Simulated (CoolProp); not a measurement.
The numbers come from the reference Helmholtz-energy equation of state, Smukala 2000 in CoolProp.

For ethylene, give the phase and the cv (kJ/(kg K)), fugacity coefficient at 290.1 K and 0.945 MPa; 290.1 K and 2.84 MPa; 290.1 K and 6.62 MPa.


- 290.1 K and 0.945 MPa: gas; cv 1.23, fugacity coefficient 0.942
- 290.1 K and 2.84 MPa: gas; cv 1.32, fugacity coefficient 0.830
- 290.1 K and 6.62 MPa: supercritical; cv 1.58, fugacity coefficient 0.590
